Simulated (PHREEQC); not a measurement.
# City or well water: an equilibrium model

Model water analysis in mg/kgw, 25 °C, pH 8.78, pe 12.6:

| constituent | mg/kgw |
|---|---|
| Na | 4.42 |
| K | 3.64 |
| Ca | 15.5 |
| Mg | 5.94 |
| Cl | 10.4 |
| S(6) as SO4 | 44.4 |
| Alkalinity as HCO3 | 18 |
| Ni | 2.06 |

Valence states are taken as typed.

Computed with PHREEQC (ion-association model, wateq4f.dat).

| Property | Value |
|---|---|
| ionic strength | 0.00244 mol/kgw |
| charge-balance error | 3.7 % |

```json
[
 {"species": "O2", "molality": "0.273", "activity": "0.273", "log γ": "0.000"},
 {"species": "SO4-2", "molality": "0.000427", "activity": "0.000344", "log γ": "-0.093"},
 {"species": "Ca+2", "molality": "0.000363", "activity": "0.000293", "log γ": "-0.093"},
 {"species": "Cl-", "molality": "0.000293", "activity": "0.000278", "log γ": "-0.024"},
 {"species": "Mg+2", "molality": "0.000228", "activity": "0.000184", "log γ": "-0.092"},
 {"species": "HCO3-", "molality": "0.000198", "activity": "0.000188", "log γ": "-0.023"},
 {"species": "Na+", "molality": "0.000192", "activity": "0.000182", "log γ": "-0.023"}
]
```

No solid was allowed to form. Saturation is exceeded, for instance for Ni(OH)2; the values hold only as long as no solid forms. The database's nickel carbonate constants are estimates that later reviews lower a good deal.
